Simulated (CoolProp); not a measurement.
Vapour pressure (kPa) of carbonyl sulfide: the reference equation beside estimates from Tc = 378.8 K, pc = 6369 kPa, ω = 0.098. Clausius-Clapeyron is anchored at 245.3 K with a constant enthalpy of vaporisation of 17.61 kJ/mol.

Values from CoolProp's reference Helmholtz-energy equation of state, Lemmon 2006. It is a short technical equation, of lower accuracy than the large ones.

| T (K) | reference | Clausius-Clapeyron | van der Waals | Redlich-Kwong | Soave-Redlich-Kwong |
|---|---|---|---|---|---|
| 228.5 | 129.9 | 136.1 | 570.8 | 138.0 | 128.4 |
| 234.1 | 165.0 | 169.9 | 655.1 | 176.9 | 163.4 |
| 239.7 | 207.0 | 209.9 | 747.5 | 223.4 | 205.3 |
| 245.3 | 256.8 | 256.8 | 848.1 | 278.6 | 255.1 |
| 250.9 | 315.1 | 311.3 | 957.5 | 343.3 | 313.6 |
| 256.6 | 384.3 | 375.5 | 1078 | 419.8 | 383.2 |
| 262.2 | 462.9 | 447.9 | 1206 | 506.5 | 462.2 |
| 267.8 | 552.8 | 530.4 | 1343 | 605.5 | 553.0 |
| 273.4 | 655.1 | 623.6 | 1490 | 717.7 | 656.4 |

Absolute difference from the reference over all 9 rows, mean and median: Clausius-Clapeyron 2.7 and 3.0 %, van der Waals 215.9 and 203.9 %, Redlich-Kwong 8.5 and 8.9 %, Soave-Redlich-Kwong 0.5 and 0.5 %.
